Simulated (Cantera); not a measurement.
Charge: 1 mol SiHCl3, 0.39 mol Cl2, 6.5 mol H2, at 925 K.

These are equilibrium values from Cantera (NASA tables, ideal gas, pure condensed phases), not measurements of a reactor. Candidate condensed phases: Si; 19 gas species. The tables' values for SiCl3 are old estimates; treat these amounts as uncertain. Rates play no part.

x: gas mole fraction; n: condensed amount in mol.

| P (Pa) | x H2 | x SiCl4 | x SiHCl3 | x HCl | x SiCl3 | x SiCl2 | n Si(s) |
|---|---|---|---|---|---|---|---|
| 100 | 0.854 | 0.100 | 0.00986 | 0.0316 | 0.00207 | 0.00169 | 0.0872 |
| 460 | 0.861 | 0.101 | 0.0145 | 0.0217 | 0.00141 | 0.000789 | 0.0625 |
| 2100 | 0.864 | 0.0986 | 0.0209 | 0.0148 | 0.000952 | 0.000365 | 0.0377 |
| 9600 | 0.865 | 0.0939 | (withheld) | (withheld) | 0.000628 | (withheld) | (withheld) |
| 44000 | 0.865 | 0.0915 | 0.0336 | 0.00857 | 0.000333 | (withheld) | 0 |
| 200000 | 0.865 | 0.0916 | 0.0338 | 0.00853 | 0.000157 | 1.07e-5 | 0 |

Some entries are withheld; supply them.


- 44000, x SiCl2: 4.82e-5
- 9600, x SiHCl3: 0.0295
- 9600, x HCl: 0.00999
- 9600, x SiCl2: 0.000167
- 9600, n Si(s): 0.0108
